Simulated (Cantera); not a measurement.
What does this Cantera script print?

```python
import numpy as np
import cantera as ct

gas_names = [...]  # 49 gases of nasa_gas.yaml made of B, Cl, H, N, O
cond_names = """
    B(b) B(L) BN(s) B2O3(L) B3O3H3(cr) H2O(s) H2O(L) NH4CL(a) NH4CL(b)
""".split()


# ... load() reads the species with a 1 bar reference pressure and builds the phases ...
atoms = {
    'BCl3': {'B': 1, 'CL': 3},
    'H2O': {'H': 2, 'O': 1},
    'NH3': {'N': 1, 'H': 3},
}
top_T = {'BN(s)': 3200}  # K; cautious upper limits of use, not melting points


# ... equilibrate(T, P, feed) seeds the gas with the atoms and calls Mixture.equilibrate('TP', solver="vcs", rtol=1e-11, max_steps=5000) ...
results = []
feed = {'BCl3': 1, 'H2O': 2.6, 'NH3': 0.34}  # mol
P = 30000  # Pa
for T in [2023, 2048, 2073, 2098, 2123, 2148, 2173, 2198, 2223, 2248, 2273, 2298, 2323, 2348]:
    mix = equilibrate(T, P, feed)
    results.append((T, P, feed, dict(zip(mix.species_names, mix.species_moles))))

top = {s: max(r[3][s] / sum(r[3][g] for g in gas_names) for r in results) for s in gas_names}
cols = sorted((s for s in top if top[s] > 0.001), key=lambda s: -top[s])[:6]
seen = [c for c in cond_names if any(r[3].get(c, 0) > 1e-12 for r in results)]
print("log10 of partial pressures in bar; condensed amounts in mol")
print(f"{'T/K':>10s}" + "".join(f"{s[:9]:>10s}" for s in cols + seen))
for T, P, feed, n in results:
    ng = sum(n[g] for g in gas_names)
    print(f"{T:10.4g}" + "".join(f"{np.log10(max(n[s] / ng * P / 1e5, 1e-99)):10.3f}" for s in cols)
          + "".join(f"{n.get(c, 0):10.4g}" for c in seen))
```

It prints:

```
log10 of partial pressures in bar; condensed amounts in mol
       T/K       HCL      HBO2       H2O        H2        N2        CL
      2023    -0.776    -1.350    -1.392    -1.534    -2.016    -2.860
      2048    -0.777    -1.353    -1.391    -1.533    -2.017    -2.791
      2073    -0.778    -1.357    -1.389    -1.532    -2.017    -2.724
      2098    -0.779    -1.360    -1.387    -1.530    -2.017    -2.659
      2123    -0.781    -1.364    -1.386    -1.529    -2.018    -2.596
      2148    -0.782    -1.367    -1.385    -1.527    -2.018    -2.535
      2173    -0.784    -1.371    -1.383    -1.525    -2.019    -2.475
      2198    -0.786    -1.374    -1.382    -1.523    -2.019    -2.417
      2223    -0.788    -1.378    -1.381    -1.521    -2.020    -2.361
      2248    -0.791    -1.382    -1.380    -1.518    -2.020    -2.306
      2273    -0.793    -1.387    -1.379    -1.515    -2.021    -2.253
      2298    -0.796    -1.391    -1.379    -1.512    -2.022    -2.201
      2323    -0.799    -1.395    -1.378    -1.509    -2.023    -2.152
      2348    -0.803    -1.400    -1.378    -1.505    -2.024    -2.103
```

These are equilibrium values from Cantera (NASA tables, ideal gas, pure condensed phases), not measurements of a reactor. The tables' values for BOCl are old estimates; treat these amounts as uncertain.
